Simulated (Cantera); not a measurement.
An adiabatic, constant-pressure homogeneous reactor starts with 1.45 % C3H8, 20.7 % O2, 77.8 % N2, at 1525 K and 500000 Pa.

Computed with Cantera and GRI-Mech 3.0 (53 species, 325 reactions). GRI-Mech 3.0 was tuned for natural gas; its chemistry of propane as a main component is partial and can be far from experiment.

One state of this run: T (K) = 2255; x C3H8 = <1e-12; x O2 = 0.127; x HCN = <1e-12; x O = 0.000609; x H2 = 0.000112; x CH2 = <1e-12. x: mole fraction; the columns are a selection and need not sum to one.

Task: Which value of t (s) does it belong to?
A) 9.56e-5
B) 4.57e-6
C) 2.09e-5
D) 0.191

Result: D, 0.191
